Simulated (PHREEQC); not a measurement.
## Spent oxide etchant

Solution (60 °C): 43 mmol/kgw NH4HF2, 66 mmol/kgw (NH4)2SiF6, 0.11 mmol/kgw H3BO3 and 91 mmol/kgw HCl. Closed to the air; pH follows from the charge balance.

Model: ion-association model, wateq4f.dat, run in PHREEQC.

Each row changes one thing in this solution. No solid was allowed to form.

```tsv
case	pH	ionic strength (mol/kgw)	HF (mol/kgw)	H2F2 (mol/kgw)	F- (mol/kgw)	HF2- (mol/kgw)	SI of Quartz (SiO2)
as made	1.42	0.291	0.0754	0.00414	0.00109	0.000385	-2.68
temperature from 60 to 40 °C	…	0.291	0.0683	0.00747	0.00142	0.000434	-3.85
HCl from 0.091 to 0.137 mol/kgw	1.14	0.336	0.0760	0.00425	0.000594	0.000214	-2.20
temperature from 60 to 20 °C	1.40	0.291	0.0595	0.0118	0.00173	0.000405	-4.90
0.086 mol/kgw TMAH added	3.18	0.328	…	…	0.0328	0.00600	-4.50
NH4HF2 left out	1.19	0.278	0.0208	0.000315	0.000176	1.71e-5	+1.12
temperature from 60 to 80 °C	1.43	0.290	0.0802	0.00204	0.000792	0.000291	-1.42
temperature from 60 to 70 °C	1.42	0.290	0.0781	0.00295	0.000933	0.000341	-2.06
```

Question: Some entries are withheld; supply them.

Answer: 
- temperature from 60 to 40 °C, pH: 1.41
- 0.086 mol/kgw TMAH added, HF (mol/kgw): 0.0386
- 0.086 mol/kgw TMAH added, H2F2 (mol/kgw): 0.00110

Species that the database lacks are ignored. Some of these states are supersaturated (in Quartz (slow to form), Chalcedony (slow to form), for instance). (CH3)4N+ isn't in the database: it is added as a free cation with an ion size of 4 Å. Constants without temperature data keep their 25 °C values here. SiF6-2 is the database's only silicon fluoride. Real BF4- forms and hydrolyses slowly; the run takes it at equilibrium.
